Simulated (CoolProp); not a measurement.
A closed Brayton cycle with nitrogen: compressor inlet 310.15 K and 6.7 MPa, high pressure 16.5 MPa, turbine inlet 820 K, compressor efficiency 0.85, turbine efficiency 0.9, recuperator effectiveness 0.8 (on enthalpy, no pinch check). Each further row changes one setting.

Computed with CoolProp (reference Helmholtz-energy equation of state, Span 2000).

```csv
case,thermal efficiency (%),net work (kJ/kg),compressor to turbine work,compressor exit (K),turbine exit (K)
as stated,28.1,67.9,0.63,418.8,661.2
turbine inlet 770 K,25.7,56.7,0.67,418.8,619.4
compressor inlet 320.15 K,26.9,63.9,(withheld),(withheld),661.2
high pressure 14 MPa,(withheld),61.1,0.60,396.9,687.7
recuperator effectiveness 0.5,21.2,67.9,0.63,418.8,661.2
```

Q: Fill in the missing entries.

A: 
- compressor inlet 320.15 K, compressor to turbine work: 0.65
- compressor inlet 320.15 K, compressor exit (K): 432.3
- high pressure 14 MPa, thermal efficiency (%): 27.6
